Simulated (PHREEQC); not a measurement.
**Phosphoric acid bath**

Consider water at 80 °C with 0.46 mol/kgw H3PO4 and 0.054 mol/kgw HNO3. Closed to the air; pH follows from the charge balance.

Computed with PHREEQC (ion-association model, phreeqc.dat).

This is a speciation only: nothing precipitates in the calculation.

**Question.** What pH, specific conductance, activity of water does the model give?

**Answer.** pH 1.16; specific conductance 72200 µS/cm; activity of water 0.990.

**Question.** In which forms is P present?

**Answer.** H3PO4 93 %, H2PO4- 6.8 % of the P.

Complexes and solids missing from the database can't appear. At this temperature some constants are extrapolated from 25 °C, and those without enthalpy data are left unchanged.
